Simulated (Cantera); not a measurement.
Feed: 1 mol SiH2Cl2, 21 mol N2, 0.78 mol NH3, at 725 °C and 31.0 Pa.

Cantera equilibrium calculation (NASA polynomials, part measured and part estimated; ideal gas, pure solids and liquids). Equilibrium is a limit: real reactors are often held back by kinetics, nucleation or transport.

| species | before | after |
|---|---|---|
| N2 | 0.868 | 0.868 |
| HCl | 0.0820 | 0.0710 |
| H2 | 0.0498 | 0.0550 |
| SiCl2 | 3.34e-6 | 0.00562 |
| H | 2.74e-8 | 2.11e-5 |
| Cl | 4.20e-8 | 2.29e-5 |
| SiCl3 | 7.49e-6 | 0.000273 |
| SiCl4 | 0.000411 | 7.28e-5 |
| Si3N4(s), mol | 0.330 | 0.286 |
Gas species are given as mole fractions.

Q: Name the change that produced these shifts.
(A) temperature from 725 °C to 1050 °C
(B) temperature from 725 °C to 1652 °C
(C) SiH2Cl2 replaced by SiHCl3
(D) temperature from 725 °C to 950 °C

A: A, temperature from 725 °C to 1050 °C. The tables' values for SiCl3 are old estimates; treat these amounts as uncertain
